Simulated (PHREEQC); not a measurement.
Make-up at 20 °C: 0.0014 mol NH4HF2, 0.0013 mol BaCl2 and 0.018 mol HF per kg of water. Closed to the air; pH follows from the charge balance.

Equilibrium calculation in PHREEQC: ion-association model, wateq4f.dat.

Precipitation was switched off in this run.

### Question
Predict the pH.

### Answer
pH 2.55.

### Question
In which forms is F present?

### Answer
HF 71 %, F- 20 %, H2F2 6.5 %, HF2- 2.2 % of the F.

Species that the database lacks are ignored. wateq4f.dat counts part of the HF as a dimer, H2F2, which phreeqc.dat doesn't know; its constant is uncertain.
